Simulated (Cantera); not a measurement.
Ignition delay

Mixture: CH4 : C2H6 : O2 : N2 = 1 : 0.16 : 1.71 : 7.34 (molar parts), at 1.68 atm, adiabatic and at constant volume. Ignition delay is the time to a rise of 400 K.

Cantera simulation using GRI-Mech 3.0 (53 species, 325 reactions); the numbers are that mechanism's predictions, not measurements.

| T0 (K) | delay (ms) |
|---|---|
| 1050 | 26.4 |
| 1100 | 10.9 |
| 1150 | 5.12 |
| 1200 | 2.67 |
| 1250 | 1.52 |
| 1300 | 0.912 |
| 1350 | 0.568 |
| 1400 | 0.361 |
| 1450 | 0.233 |
| 1500 | 0.152 |

```
Property                                                Result
--------------------------------------------------  ----------
apparent activation energy between 1400 and 1500 K  150 kJ/mol
```
